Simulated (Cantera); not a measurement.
An adiabatic, constant-pressure homogeneous reactor starts with H2 : O2 : N2 = 1 : 1.06 : 4 (molar parts), equivalence ratio 0.47, at 1400 K and 0.385 atm. Integrator tolerance rtol = 1e-08.

Computed with Cantera and the H2/O2 subset of GRI-Mech 3.0, which has no nitrogen chemistry.

Task: What does this change do: pressure from 0.385 atm to 9.87 atm?

Result: 
| quantity | before | after |
|---|---|---|
| time of steepest temperature rise | 51.2 µs | 2.58 µs |
| temperature at 0.600 s | 2426 K | 2503 K |
| equilibrium temperature | 2426 K | 2503 K |
| x(H2) at 0.600 s | 0.00355 (gas-phase equilibrium 0.00355) | 0.00107 (gas-phase equilibrium 0.00107) |
| x(O2) at 0.600 s | 0.0957 (gas-phase equilibrium 0.0957) | 0.0980 (gas-phase equilibrium 0.0980) |
| x(H) at 0.600 s | 0.00173 (gas-phase equilibrium 0.00173) | 0.000265 (gas-phase equilibrium 0.000265) |
| x(OH) at 0.600 s | 0.0153 (gas-phase equilibrium 0.0153) | 0.00897 (gas-phase equilibrium 0.00897) |
| x(H2O) at 0.600 s | 0.166 (gas-phase equilibrium 0.166) | 0.173 (gas-phase equilibrium 0.173) |
| x(O) at 0.600 s | 0.00495 (gas-phase equilibrium 0.00495) | 0.00147 (gas-phase equilibrium 0.00147) |
The hydrogen kinetics of GRI-Mech 3.0 are dated; newer H2 mechanisms differ, most at raised pressure.
